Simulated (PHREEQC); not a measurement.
A made-up water analysis in mmol/kgw, 25 °C, pH 3.03, pe 10.6: Na 10.6; K 5.81; Ca 15; Mg 5.65; Cl 17; S(6) 20.4; Cd 0.628.

Valence states are taken as typed.

All values are PHREEQC results (ion-association model, wateq4f.dat), not measurements.

The ionic strength comes out as 0.0714 mol/kgw. What activity coefficients do Cl-, CdCl+, Ca+2, K+, SO4-2 get?

Cl- 0.79, CdCl+ 0.80, Ca+2 0.43, K+ 0.79, SO4-2 0.41.

This is a speciation only: nothing precipitates in the calculation.
